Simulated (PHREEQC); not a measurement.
Consider water at 25 °C with 11 mmol/kgw NiSO4 and 0.033 mmol/kgw KCl. Closed to the air; pH follows from the charge balance.

All values are PHREEQC results (ion-association model, wateq4f.dat), not measurements.

```
Quantity                Result
--------------  --------------
pH                        6.19
ionic strength  0.0313 mol/kgw
```

```tsv
species	molality	activity	log γ
Ni+2	0.00781	0.00403	-0.287
SO4-2	0.00781	0.00409	-0.281
NiSO4	0.00319	0.00321	0.003
Cl-	3.27e-5	2.75e-5	-0.074
K+	3.21e-5	2.70e-5	-0.074
Ni(SO4)2-2	1.37e-6	7.05e-7	-0.287
NiOH+	1.02e-6	8.64e-7	-0.072
KSO4-	9.10e-7	7.77e-7	-0.069
H+	7.38e-7	6.44e-7	-0.059
NiCl+	3.29e-7	2.79e-7	-0.072
```

Precipitation was switched off in this run.
